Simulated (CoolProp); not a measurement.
Carbonyl sulfide along the isobar 5.73 MPa: fugacity coefficient from the reference equation and from simpler models built on Tc = 105.6 °C, pc = 6.369 MPa, ω = 0.098; each cubic takes its own stable root.

Values from CoolProp's reference Helmholtz-energy equation of state, Lemmon 2006. It is a short technical equation, of lower accuracy than the large ones.

```json
[
 {"T (°C)": "-93.85", "phase": "liquid", "reference": "0.001578"},
 {"T (°C)": "-66.85", "phase": "liquid", "reference": "0.008821"},
 {"T (°C)": "-39.85", "phase": "liquid", "reference": "0.03112"},
 {"T (°C)": "-12.75", "phase": "liquid", "reference": "0.08078"},
 {"T (°C)": "14.25", "phase": "liquid", "reference": "0.1679"},
 {"T (°C)": "41.25", "phase": "liquid", "reference": "0.2970"},
 {"T (°C)": "68.25", "phase": "liquid", "reference": "0.4640"},
 {"T (°C)": "95.35", "phase": "liquid", "reference": "0.6540"},
 {"T (°C)": "122.35", "phase": "gas", "reference": "0.7433"}
]
```

Question: How far does each simpler model (van der Waals, Redlich-Kwong, Soave-Redlich-Kwong) lie from the reference over these 9 states: mean and median of the absolute difference, and the worst?

Answer: 
- van der Waals: mean 320.6 %, median 89.5 %, worst +1613.6 % at -93.85 °C and 5.73 MPa
- Redlich-Kwong: mean 6.3 %, median 7.6 %, worst -13.0 % at -93.85 °C and 5.73 MPa
- Soave-Redlich-Kwong: mean 1.1 %, median 1.0 %, worst +2.1 % at 41.25 °C and 5.73 MPa
